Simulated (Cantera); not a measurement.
Cantera run:

```python
import numpy as np
import cantera as ct

gas_names = """
    CL CL2 H HCL H2 N NH NH2 NH3 N2 N2H2 N2H4 Si SiCL SiCL2 SiCL3 SiCL4 SiH SiHCL3 SiH2 SiH2CL2 SiH3
    SiH3CL SiH4 SiN Si2 Si2N Si3
""".split()
cond_names = """
    NH4CL(a) NH4CL(b) Si(cr) Si(L) Si3N4(a)
""".split()


# ... load() reads the species with a 1 bar reference pressure and builds the phases ...
atoms = {
    'SiHCl3': {'Si': 1, 'H': 1, 'CL': 3},
    'NH3': {'N': 1, 'H': 3},
    'H2': {'H': 2},
}
top_T = {'Si3N4(a)': 2400}  # K; cautious upper limits of use, not melting points


# ... equilibrate(T, P, feed) seeds the gas with the atoms and calls Mixture.equilibrate('TP', solver="vcs", rtol=1e-11, max_steps=5000) ...
results = []
feed = {'SiHCl3': 1, 'NH3': 0.16, 'H2': 9.7}  # mol
T = 1975  # K
for P in [5, 17, 59, 210, 710, 2400, 8400, 29000, 100000]:
    mix = equilibrate(T, P, feed)
    results.append((T, P, feed, dict(zip(mix.species_names, mix.species_moles))))

top = {s: max(r[3][s] / sum(r[3][g] for g in gas_names) for r in results) for s in gas_names}
cols = sorted((s for s in top if top[s] > 1e-05), key=lambda s: -top[s])[:6]
seen = [c for c in cond_names if any(r[3].get(c, 0) > 1e-12 for r in results)]
print("log10 of partial pressures in bar; condensed amounts in mol")
print(f"{'P/Pa':>10s}" + "".join(f"{s[:9]:>10s}" for s in cols + seen))
for T, P, feed, n in results:
    ng = sum(n[g] for g in gas_names)
    print(f"{P:10.4g}" + "".join(f"{np.log10(max(n[s] / ng * P / 1e5, 1e-99)):10.3f}" for s in cols)
          + "".join(f"{n.get(c, 0):10.4g}" for c in seen))
```

Result:

```
log10 of partial pressures in bar; condensed amounts in mol
      P/Pa        H2       HCL         H        Si     SiCL2        CL     Si(L)
         5    -4.534    -5.097    -5.131    -5.538    -6.316    -5.820         0
        17    -3.950    -4.569    -4.839    -5.098    -5.403    -5.584         0
        59    -3.372    -4.078    -4.550    -4.722    -4.623    -5.382         0
       210    -2.795    -3.570    -4.261    -4.490    -3.952    -5.163   0.09241
       710    -2.255    -3.028    -3.991    -4.490    -3.409    -4.891    0.2439
      2400    -1.721    -2.494    -3.724    -4.490    -2.874    -4.624    0.2907
      8400    -1.174    -1.948    -3.451    -4.490    -2.329    -4.351    0.3062
   2.9e+04    -0.635    -1.410    -3.181    -4.490    -1.793    -4.083    0.3112
     1e+05    -0.096    -0.876    -2.912    -4.490    -1.263    -3.818    0.3124
```

Method: chemical equilibrium by Gibbs-energy minimisation in Cantera with the NASA 1993 tables (ideal gas, pure condensed phases). The tables' values for SiCl, SiCl3, SiN are old estimates; treat these amounts as uncertain. Gases not in the tables: Si2H6 and higher silanes.
